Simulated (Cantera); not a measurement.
A Cantera script and what it prints.

```python
import numpy as np
import cantera as ct

gas_names = """
    CL CL2 H HCL H2 Si SiCL SiCL2 SiCL3 SiCL4 SiH SiHCL3 SiH2 SiH2CL2 SiH3 SiH3CL SiH4 Si2 Si3
""".split()
cond_names = """
    Si(cr) Si(L)
""".split()


# ... load() reads the species with a 1 bar reference pressure and builds the phases ...
atoms = {
    'Si2H6': {'Si': 2, 'H': 6},
    'H2': {'H': 2},
    'Cl2': {'CL': 2},
}
top_T = {}  # K; cautious upper limits of use, not melting points


# ... equilibrate(T, P, feed) seeds the gas with the atoms and calls Mixture.equilibrate('TP', solver="vcs", rtol=1e-11, max_steps=5000) ...
results = []
feed = {'Si2H6': 1, 'H2': 11, 'Cl2': 0.14}  # mol
P = 200000  # Pa
for T in [948, 1048, 1148, 1248, 1348, 1448, 1548, 1648]:
    mix = equilibrate(T, P, feed)
    results.append((T, P, feed, dict(zip(mix.species_names, mix.species_moles))))

top = {s: max(r[3][s] / sum(r[3][g] for g in gas_names) for r in results) for s in gas_names}
cols = sorted((s for s in top if top[s] > 0.0001), key=lambda s: -top[s])[:5]
seen = [c for c in cond_names if any(r[3].get(c, 0) > 1e-12 for r in results)]
print("log10 of partial pressures in bar; condensed amounts in mol")
print(f"{'T/K':>10s}" + "".join(f"{s[:9]:>10s}" for s in cols + seen))
for T, P, feed, n in results:
    ng = sum(n[g] for g in gas_names)
    print(f"{T:10.4g}" + "".join(f"{np.log10(max(n[s] / ng * P / 1e5, 1e-99)):10.3f}" for s in cols)
          + "".join(f"{n.get(c, 0):10.4g}" for c in seen))
```

Result:

```
log10 of partial pressures in bar; condensed amounts in mol
       T/K        H2       HCL    SiHCL3     SiCL4     SiCL2    Si(cr)
       948     0.298    -2.342    -2.191    -2.483    -4.798     1.922
      1048     0.297    -1.994    -2.274    -2.575    -4.015     1.933
      1148     0.295    -1.738    -2.432    -2.768    -3.431      1.95
      1248     0.294    -1.574    -2.712    -3.127    -3.042     1.967
      1348     0.293    -1.494    -3.130    -3.671    -2.833     1.978
      1448     0.293    -1.467    -3.613    -4.305    -2.738     1.982
      1548     0.293    -1.459    -4.082    -4.921    -2.689     1.983
      1648     0.293    -1.458    -4.509    -5.482    -2.659     1.983
```

Method: chemical equilibrium by Gibbs-energy minimisation in Cantera with the NASA 1993 tables (ideal gas, pure condensed phases). The feed counts by its element totals alone. The tables' values for SiCl3 are old estimates; treat these amounts as uncertain.
